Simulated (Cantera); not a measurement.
A perfectly stirred reactor is fed with 6.28 % CH4, 19.6 % O2, 74.1 % N2, equivalence ratio 0.64, at 4.34 atm; it is adiabatic with a 350 K inlet, and is followed from long to short residence time, starting on the burning branch (τ in s: 0.36, 0.13, 0.044, 0.015, 0.0052, 0.0018, 0.00063, 0.00022, 7.6e-05, 2.6e-05, 9.2e-06).

Computed with Cantera and GRI-Mech 3.0 (53 species, 325 reactions).

x: mole fraction; the columns are a selection and need not sum to one.

| τ (s) | T (K) | x CH4 | x O2 | x HO2 | x CO2 | x NO | x C2H2 |
|---|---|---|---|---|---|---|---|
| 0.36 | 1775 | 2.66e-6 | 0.0703 | 9.13e-7 | 0.0627 | (withheld) | 4.20e-10 |
| 0.13 | 1775 | 6.12e-6 | 0.0703 | 1.20e-6 | 0.0627 | (withheld) | 1.81e-9 |
| 0.044 | 1773 | 1.36e-5 | 0.0703 | 1.92e-6 | 0.0625 | (withheld) | 6.16e-9 |
| 0.015 | 1769 | 2.85e-5 | 0.0704 | 3.54e-6 | 0.0623 | 7.49e-6 | 1.61e-8 |
| 0.0052 | 1763 | 5.84e-5 | 0.0707 | 6.91e-6 | 0.0617 | 7.02e-6 | 3.51e-8 |
| 0.0018 | 1749 | 0.000122 | 0.0713 | 1.39e-5 | 0.0604 | (withheld) | 6.95e-8 |
| 0.00063 | 1722 | 0.000269 | 0.0728 | 2.82e-5 | 0.0576 | (withheld) | 1.38e-7 |
| 0.00022 | 1651 | 0.000829 | 0.0777 | 6.71e-5 | 0.0497 | (withheld) | 4.67e-7 |
| 7.6e-5 | 350 | 0.0628 | 0.196 | <1e-12 | <1e-12 | <1e-12 | <1e-12 |
| 2.6e-5 | 350 | 0.0628 | 0.196 | <1e-12 | <1e-12 | <1e-12 | <1e-12 |
| 9.2e-6 | 350 | 0.0628 | 0.196 | <1e-12 | <1e-12 | <1e-12 | <1e-12 |

Some entries are withheld; supply them.


- 0.36, x NO: 2.11e-5
- 0.13, x NO: 1.20e-5
- 0.044, x NO: 8.56e-6
- 0.0018, x NO: 6.16e-6
- 0.00063, x NO: 4.75e-6
- 0.00022, x NO: 2.40e-6
